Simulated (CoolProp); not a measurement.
Oxygen at 442.58 K and 9.91 MPa is throttled through a valve to 2.5 MPa with no heat exchange. Each further row changes one setting.

Values from CoolProp's reference Helmholtz-energy equation of state, Schmidt 1985.

```
case                      temperature change (K)  final density (kg/m³)
------------------------  ----------------------  ---------------------
as stated                                    [?]                    [?]
outlet pressure 0.75 MPa                     [?]                    [?]
outlet pressure 3.25 MPa                     [?]                   28.6
```

Problem. Some entries are withheld; supply them.

Solution. 
- as stated, temperature change (K): -7.1
- as stated, final density (kg/m³): 22.0
- outlet pressure 0.75 MPa, temperature change (K): -9.0
- outlet pressure 0.75 MPa, final density (kg/m³): 6.65
- outlet pressure 3.25 MPa, temperature change (K): -6.3

Above 300 K oxygen's equation is extrapolated.
